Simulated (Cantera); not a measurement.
Charge: 1 mol Si, 1.5 mol Cl2, 19 mol H2, equilibrated at 1023 K.

Points: P (Pa) = 10000, 19000, 36000, 67000, 130000, 240000, 450000, 840000, 1.6e+06, 3e+06.

Cantera's Mixture.equilibrate('TP', solver="vcs", rtol=1e-11, max_steps=5000) on the NASA tables stopped like this:

```
ERROR: FAILURE its = 5001!

*******************************************************************************
CanteraError thrown by MultiPhase::equilibrate:
VCS solver failed. Return code: -1
*******************************************************************************
```

Problem. What got this run through?

Solution. Several could match; the one computed here: The failure is numerical, not chemical. The same input converged with solver="gibbs", rtol=1e-10, max_steps=50000, and the result passed a check of the equilibrium conditions:
```
T = 1023 K  P = 10000 Pa  gas = 19.79 mol
   x: H2 9.453e-01  SiCL4 2.412e-02  HCL 1.773e-02  SiHCL3 1.088e-02
   condensed (mol): Si(cr) 0.2685
T = 1023 K  P = 19000 Pa  gas = 19.76 mol
   x: H2 9.469e-01  SiCL4 2.364e-02  HCL 1.504e-02  SiHCL3 1.259e-02
   condensed (mol): Si(cr) 0.247
T = 1023 K  P = 36000 Pa  gas = 19.74 mol
   x: H2 9.480e-01  SiCL4 2.290e-02  SiHCL3 1.444e-02  HCL 1.273e-02  SiH2CL2 1.007e-03
   condensed (mol): Si(cr) 0.2255
T = 1023 K  P = 67000 Pa  gas = 19.71 mol
   x: H2 9.489e-01  SiCL4 2.195e-02  SiHCL3 1.634e-02  HCL 1.079e-02  SiH2CL2 1.347e-03
   condensed (mol): Si(cr) 0.2044
T = 1023 K  P = 130000 Pa  gas = 19.69 mol
   x: H2 9.494e-01  SiCL4 2.070e-02  SiHCL3 1.846e-02  HCL 9.009e-03  SiH2CL2 1.823e-03
   condensed (mol): Si(cr) 0.1814
T = 1023 K  P = 240000 Pa  gas = 19.66 mol
   x: H2 9.497e-01  SiHCL3 2.048e-02  SiCL4 1.937e-02  HCL 7.603e-03  SiH2CL2 2.397e-03
   condensed (mol): Si(cr) 0.1594
T = 1023 K  P = 450000 Pa  gas = 19.64 mol
   x: H2 9.496e-01  SiHCL3 2.254e-02  SiCL4 1.786e-02  HCL 6.366e-03  SiH2CL2 3.151e-03
   condensed (mol): Si(cr) 0.1359
T = 1023 K  P = 840000 Pa  gas = 19.61 mol
   x: H2 9.494e-01  SiHCL3 2.453e-02  SiCL4 1.624e-02  HCL 5.318e-03  SiH2CL2 4.103e-03
   condensed (mol): Si(cr) 0.1114
T = 1023 K  P = 1.6e+06 Pa  gas = 19.59 mol
   x: H2 9.489e-01  SiHCL3 2.644e-02  SiCL4 1.448e-02  SiH2CL2 5.345e-03  HCL 4.398e-03
   condensed (mol): Si(cr) 0.08436
T = 1023 K  P = 3e+06 Pa  gas = 19.56 mol
   x: H2 9.481e-01  SiHCL3 2.809e-02  SiCL4 1.273e-02  SiH2CL2 6.858e-03  HCL 3.638e-03
   condensed (mol): Si(cr) 0.056
```

The gas is ideal and each condensed phase is pure. The tables' values for SiCl3 are old estimates; treat these amounts as uncertain. Gases not in the tables: Si2H6 and higher silanes.
